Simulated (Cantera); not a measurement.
Input: 1 mol trisilylamine, 92 mol N2, equilibrated at 0.825 Torr.

Equilibrium computed with Cantera from the NASA thermochemical tables; the gas is ideal and each condensed phase is pure. Candidate condensed phases: Si, Si3N4; 18 gas species. The feed counts by its element totals alone. The tables' values for SiN are old estimates; treat these amounts as uncertain. Kinetics and transport are ignored. All values below are at 1848 K.

Base state: N2 0.946, H2 0.0443, Si 0.00570, H 0.00337, Si2N 0.000108, SiN 7.10e-5, SiH 3.97e-5, Si2 3.97e-5 (mole fractions); condensed: Si(l).

What changes in the equilibrium state with this change: 0.84 mol CH4 added?


| species | before | after |
|---|---|---|
| N2 | 0.946 | 0.930 |
| H2 | 0.0443 | 0.0601 |
| Si | 0.00570 | 0.00570 |
| H | 0.00337 | 0.00392 |
| Si2C | 0 | 7.76e-5 |
| HCN | 0 | 5.44e-5 |
| SiH | 3.97e-5 | 4.62e-5 |
| Si(l), mol | 2.40 | 1.55 |
| SiC(s), mol | 0 | 0.827 |
Mutual solubility and eutectic melting of coexisting phases are not modelled. Further candidate phases: C, C6H6, C7H8, C8H18, SiC.
